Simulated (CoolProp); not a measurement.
Vapour-liquid equilibrium of cyclopropane (1) + R134a (2) at 50.05 °C; x and y are mole fractions of (1).

The numbers come from the multi-fluid Helmholtz-energy mixture model, Polt 1992 and Tillner-Roth 1994; pair parameters Bell 2016 in CoolProp. This equation is an older, rougher fit; its heat capacities, sound speeds and derivatives of the liquid may be far off and weren't checked against measurements.

```
x     bubble pressure, mixture model (MPa)  bubble pressure, Raoult's law (MPa)  y, mixture model  y, Raoult's law
----  ------------------------------------  -----------------------------------  ----------------  ---------------
0.05                                   [?]                                1.321               [?]            0.051
0.2                                    [?]                                1.325               [?]            0.204
0.35                                 1.716                                1.330             0.415            0.355
0.5                                  1.756                                1.334               [?]            0.506
0.65                                   [?]                                1.339               [?]            0.655
0.8                                  1.658                                1.343             0.713            0.804
0.95                                 1.459                                1.348             0.897            0.951
```

**Question.** Some entries are withheld; supply them.

**Answer.** 
- 0.05, bubble pressure, mixture model (MPa): 1.410
- 0.05, y, mixture model: 0.092
- 0.2, bubble pressure, mixture model (MPa): 1.608
- 0.2, y, mixture model: 0.287
- 0.5, y, mixture model: 0.513
- 0.65, bubble pressure, mixture model (MPa): 1.740
- 0.65, y, mixture model: 0.603

The largest gap from Raoult's law is +31.6 % in bubble pressure, at x = 0.5. y crosses x between x = 0.5 and 0.65: the model has an azeotrope there.

Pair parameters are fitted to limited data, so mixtures are less certain than the pure fluids.
